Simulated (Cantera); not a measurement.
Feed: 1 mol Si, 2.1 mol Cl₂, 7.6 mol HF, equilibrated at 1400 K and 7.80 mbar.

Cantera equilibrium calculation (NASA polynomials, part measured and part estimated; ideal gas, pure solids and liquids). Candidate condensed phases: Si; 37 gas species. Rates play no part.

Base state: HCl 0.456, HF 0.410, SiF₄ 0.114, Cl 0.0171, Cl₂ 0.00283 (mole fractions); condensed: gas only.

Task: What changes in the equilibrium state with this change: temperature from 1400 K to 1173.15 K?

Result: 
```csv
species,before,after
HCl,0.456,0.459
HF,0.410,0.413
SiF₄,0.114,0.115
Cl,0.0171,0.00392
Cl₂,0.00283,0.00951
```

Task: What changes in the equilibrium state with this change: temperature from 1400 K to 525 K?

Result: 
| species | before | after |
|---|---|---|
| HCl | 0.456 | 0.460 |
| HF | 0.410 | 0.414 |
| SiF₄ | 0.114 | 0.115 |
| Cl | 0.0171 | <1e-9 |
| Cl₂ | 0.00283 | 0.0115 |
